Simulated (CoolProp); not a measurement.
Vapour-liquid equilibrium of isohexane (1) + n-heptane (2) at 9.07 bar; x and y are mole fractions of (1).

Computed with CoolProp (multi-fluid Helmholtz-energy mixture model, Lemmon 2006 and Span 2003; pair parameters Bell 2016).

Task: Give the bubble temperature and the first vapour's composition at x = 0.5, 0.8, 0.875. Is there an azeotrope?

Result: x = 0.5: 170.2 °C, y = 0.646; x = 0.8: 157.7 °C, y = 0.884; x = 0.875: 154.8 °C, y = 0.931. No azeotrope shows between x = 0.05 and 0.95.

The pair parameters rest on a limited set of measurements; away from them the model extrapolates.
